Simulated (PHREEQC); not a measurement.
A PHREEQC input (ion-association model, phreeqc.dat):

```
SOLUTION 1
  temp 25
  units mg/kgw
  pH 7.07
  pe 11.5
  Na 150
  K 29.1
  Ca 101
  Mg 7.16
  Cl 37.2
  S(6) 183 as SO4
  Alkalinity 493 as HCO3
  Si 0.207 as SiO2
END
USE solution 1
EQUILIBRIUM_PHASES 1
  Gypsum 0 0
  Quartz 0 0.5
  CO2(g) 3.4 10
END
```

The run finishes without an error or a warning.

Its last state differs from that of the intended input:

```
quantity                   as run  intended
------------------------  -------  --------
pH                           3.40      8.96
ionic strength (mol/kgw)   0.0166    0.0154
HCO3- (mol/kgw)           0.00839   0.00619
Ca+2 (mol/kgw)            0.00216   0.00180
CaCO3 (mol/kgw)           1.93e-9  0.000438
CO3-2 (mol/kgw)           1.43e-9  0.000378
```

Q: One thing in the input isn't as intended. What explains the difference?

A: Several could match; the one computed here: The fault: the CO2 pressure typed with the wrong sign of its logarithm. The line should read `CO2(g) -3.4` where the input has `CO2(g) 3.4`.
